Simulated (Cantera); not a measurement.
A perfectly stirred reactor is fed with C₂H₆ : H₂ = 1 : 53 (molar parts), at 1.01 bar; it is held at 1750 K, and followed from long to short residence time.

Model: GRI-Mech 3.0 (53 species, 325 reactions), integrated in Cantera. GRI-Mech 3.0 stops at C3 and has no aromatics, soot or wall deposition, so with more carbon than oxygen in the feed, carbon stays in small species such as C2H2 where larger ones or solid carbon would form.

**Question.** What does this change do: H2 53 to 390 parts?

**Answer.** 
```
quantity                  before     after
----------------------  --------  --------
x(C₂H₆) at τ = 0.480 s   1.66e-6   1.69e-7
x(H₂) at τ = 0.480 s       0.976     0.996
x(H) at τ = 0.480 s     0.000233  0.000235
x(C₂H) at τ = 0.480 s    1.99e-8   1.78e-9
x(CH₄) at τ = 0.480 s     0.0116   0.00287
x(C₂H₆) at τ = 44.0 ms   9.46e-6   1.16e-6
x(H₂) at τ = 44.0 ms       0.973     0.996
x(H) at τ = 44.0 ms     0.000260  0.000258
x(C₂H) at τ = 44.0 ms    1.80e-8   1.96e-9
x(CH₄) at τ = 44.0 ms     0.0162   0.00285
```
